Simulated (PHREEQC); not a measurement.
Consider water at 70 °C with 0.095 mol H2SO4, 0.0057 mol CaCl2 and 0.14 mol MgCl2 per kg of water. Closed to the air; pH follows from the charge balance.

The numbers come from PHREEQC with the ion-association model, wateq4f.dat.

Question: The ionic strength comes out as 0.497 mol/kgw. What activity coefficients do Ca+2, SO4-2, CaHSO4+, Mg+2, H+ get?

Answer: Ca+2 0.23, SO4-2 0.18, CaHSO4+ 0.71, Mg+2 0.26, H+ 0.75.

Precipitation was switched off in this run. Complexes and solids missing from the database can't appear. Away from 25 °C the constants follow the database's enthalpies or fits; those with neither stay at their 25 °C values.
